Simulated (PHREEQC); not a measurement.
Make-up at 90 °C: 7.3 mmol/kgw CuSO4, 0.04 mmol/kgw HCl and 3 mmol/kgw H3BO3. Closed to the air; pH follows from the charge balance.

Computed with PHREEQC (ion-association model, wateq4f.dat).

```yaml
pH: 4.30
ionic_strength: 0.0202 mol/kgw
total_alkalinity: -0.0400 meq/kg
```

```tsv
species	molality	activity	log γ
SO4-2	0.00502	0.00270	-0.269
Cu+2	0.00500	0.00276	-0.258
H3BO3	0.00300	0.00301	0.002
CuSO4	0.00219	0.00220	0.002
HSO4-	8.44e-5	7.21e-5	-0.068
H+	5.72e-5	5.01e-5	-0.058
Cu2(OH)2+2	5.04e-5	2.66e-5	-0.277
Cl-	3.63e-5	3.09e-5	-0.071
CuCl+	3.67e-6	3.13e-6	-0.070
CuOH+	6.47e-7	5.51e-7	-0.070
```

This is a speciation only: nothing precipitates in the calculation. The solution is supersaturated, for example in Tenorite (slow to form), so a real one may precipitate; this is no full list. Away from 25 °C the constants follow the database's enthalpies or fits; those with neither stay at their 25 °C values.
